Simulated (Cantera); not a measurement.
A Cantera script and what it prints.

```python
import numpy as np
import cantera as ct

gas_names = """
    B BCL BCL2 BCL3 BH BH2 BH3 BO BOCL BO2 B2 B2O B2O2 B2O3 B3O3CL3 B3O3H3 CL CLO CL2 H HBO HBO2 HCL
    HOCL HO2 H2 H2O H2O2 H3B3O6 O OH O2 O3
""".split()
cond_names = """
    B(b) B(L) B2O3(L) B3O3H3(cr) H2O(s) H2O(L)
""".split()


# ... load() reads the species with a 1 bar reference pressure and builds the phases ...
atoms = {
    'BCl3': {'B': 1, 'CL': 3},
    'H2O': {'H': 2, 'O': 1},
}
top_T = {}  # K; cautious upper limits of use, not melting points


# ... equilibrate(T, P, feed) seeds the gas with the atoms and calls Mixture.equilibrate('TP', solver="vcs", rtol=1e-11, max_steps=5000) ...
results = []
feed = {'BCl3': 1, 'H2O': 20}  # mol
P = 100000  # Pa
for T in [798, 998, 1198, 1398, 1598, 1798, 1998, 2198, 2398]:
    mix = equilibrate(T, P, feed)
    results.append((T, P, feed, dict(zip(mix.species_names, mix.species_moles))))

top = {s: max(r[3][s] / sum(r[3][g] for g in gas_names) for r in results) for s in gas_names}
cols = sorted((s for s in top if top[s] > 1e-06), key=lambda s: -top[s])[:6]
seen = [c for c in cond_names if any(r[3].get(c, 0) > 1e-12 for r in results)]
print("log10 of partial pressures in bar; condensed amounts in mol")
print(f"{'T/K':>10s}" + "".join(f"{s[:9]:>10s}" for s in cols + seen))
for T, P, feed, n in results:
    ng = sum(n[g] for g in gas_names)
    print(f"{T:10.4g}" + "".join(f"{np.log10(max(n[s] / ng * P / 1e5, 1e-99)):10.3f}" for s in cols)
          + "".join(f"{n.get(c, 0):10.4g}" for c in seen))
```

It prints:

```
log10 of partial pressures in bar; condensed amounts in mol
       T/K       H2O       HCL      HBO2        H2    H3B3O6        OH   B2O3(L)
       798    -0.074    -0.852    -7.173    -7.356    -1.806   -11.475         0
       998    -0.074    -0.852    -4.685    -6.077    -1.806    -8.365         0
      1198    -0.071    -0.854    -3.128    -5.034    -2.035    -6.377    0.1958
      1398    -0.072    -0.856    -2.074    -4.091    -2.322    -5.057    0.2553
      1598    -0.086    -0.865    -1.389    -3.342    -2.816    -4.099         0
      1798    -0.088    -0.869    -1.348    -2.743    -4.644    -3.353         0
      1998    -0.091    -0.874    -1.351    -2.260    -6.193    -2.758         0
      2198    -0.099    -0.885    -1.357    -1.866    -7.456    -2.277         0
      2398    -0.114    -0.903    -1.371    -1.542    -8.517    -1.883         0
```

Method: chemical equilibrium by Gibbs-energy minimisation in Cantera with the NASA 1993 tables (ideal gas, pure condensed phases). The tables' values for BOCl are old estimates; treat these amounts as uncertain. Gases not in the tables: H3BO3.
